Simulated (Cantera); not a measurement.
Ta2O5 + C + H2 (carbothermic reduction)

Input: 1 mol Ta2O5, 2.4 mol C, 0.17 mol H2, at 0.100 bar.

Method: chemical equilibrium by Gibbs-energy minimisation in Cantera with the NASA 1993 tables (ideal gas, pure condensed phases). Candidate condensed phases: C, C6H6, C7H8, C8H18, H2O, Ta, TaC, Ta2O5; 113 gas species. Mutual solubility and eutectic melting of coexisting phases are not modelled. TaC: taken at fixed stoichiometry. Condensed phases not in the tables: Ta2C. The numbers say what is thermodynamically allowed, not how fast it happens.

```
T (K)    x H2      x CO     x CH4     x CO2  n C(graphite)  n Ta2O5(s)  n TaC(s)
-----  ------  --------  --------  --------  -------------  ----------  --------
875     0.960   7.37e-5    0.0402   5.84e-9           2.39       1.000         0
925     0.978  0.000430    0.0217   5.55e-8           2.40       1.000         0
975     0.986   0.00208    0.0122   4.17e-7           2.40       1.000         0
1025    0.984   0.00862   0.00712   2.56e-6           2.40       1.000  0.000603
1075    0.964    0.0312   0.00419   1.32e-5           2.39       0.999   0.00221
1125    0.897     0.100   0.00232   5.86e-5           2.37       0.996   0.00760
1175    0.708     0.290  0.000959  0.000228           2.30       0.986    0.0279
1225    0.229     0.770   6.87e-5  0.000794           1.60       0.886     0.229
1275   0.0901     0.909   4.46e-6  0.000975              0       0.657     0.686
1325   0.0901     0.909   1.79e-6  0.000969              0       0.657     0.686
1375   0.0900     0.909   7.70e-7  0.000963              0       0.657     0.686
```
x: gas mole fraction; n: condensed amount in mol.

From 875 K to 975 K the condensed part is C(graphite) + Ta2O5(s). From 1025 K to 1225 K the condensed part is C(graphite) + TaC(s) + Ta2O5(s). From 1275 K to 1375 K the condensed part is TaC(s) + Ta2O5(s).
